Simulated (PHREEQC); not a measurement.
Solution A (3.9 mmol/kgw TMAH, 1.1 mmol/kgw H4SiO4 and 0.32 mmol/kgw H3BO3) is mixed with solution B (0.016 mol KOH and 0.018 mol (CH3)4NCl per kg of water) at 25 °C; shares are by mass of water, 1 kg in all. Oxygen alone is held at its pressure in air (log pO2 = -0.68). CO2 from the air is kept out. Only these solids could form: Quartz.

The numbers come from PHREEQC with the ion-association model, wateq4f.dat.

**Question.** Predict pH, H3SiO4- (mol/kgw) at share of solution B = 0.2, 0.3, 0.4, 0.6.

**Answer.** 
```json
[
 {"share of solution B": "0.2", "pH": "11.67", "H3SiO4- (mol/kgw)": "0.000834"},
 {"share of solution B": "0.3", "pH": "11.76", "H3SiO4- (mol/kgw)": "0.000723"},
 {"share of solution B": "0.4", "pH": "11.84", "H3SiO4- (mol/kgw)": "0.000614"},
 {"share of solution B": "0.6", "pH": "11.96", "H3SiO4- (mol/kgw)": "0.000400"}
]
```

(CH3)4N+ isn't in the database: it is added as a free cation with an ion size of 4 Å.
